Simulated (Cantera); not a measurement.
A perfectly stirred reactor is fed with 3.05 % H₂, 27.7 % O₂, 69.3 % N₂, equivalence ratio 0.055, at 14.3 Torr; it is held at 1023 K, and followed from long to short residence time.

Detailed kinetics in Cantera: the H2/O2 subset of GRI-Mech 3.0, which has no nitrogen chemistry. Radical loss at walls, strong at low pressure, is not modelled.

Predict: x(H₂) at τ = 0.750 s; x(O₂) at τ = 0.750 s; x(HO₂) at τ = 0.750 s; x(OH) at τ = 0.750 s; x(H) at τ = 0.750 s; x(H₂) at τ = 24.0 ms; x(O₂) at τ = 24.0 ms; x(HO₂) at τ = 24.0 ms; x(OH) at τ = 24.0 ms; x(H) at τ = 24.0 ms.


| Item | Result |
|---|---|
| x(H₂) at τ = 0.750 s | 0.000367 |
| x(O₂) at τ = 0.750 s | 0.265 |
| x(HO₂) at τ = 0.750 s | 1.84e-6 |
| x(OH) at τ = 0.750 s | 0.000300 |
| x(H) at τ = 0.750 s | 0.000235 |
| x(H₂) at τ = 24.0 ms | 0.00272 |
| x(O₂) at τ = 24.0 ms | 0.263 |
| x(HO₂) at τ = 24.0 ms | 2.92e-6 |
| x(OH) at τ = 24.0 ms | 0.00100 |
| x(H) at τ = 24.0 ms | 0.00420 |
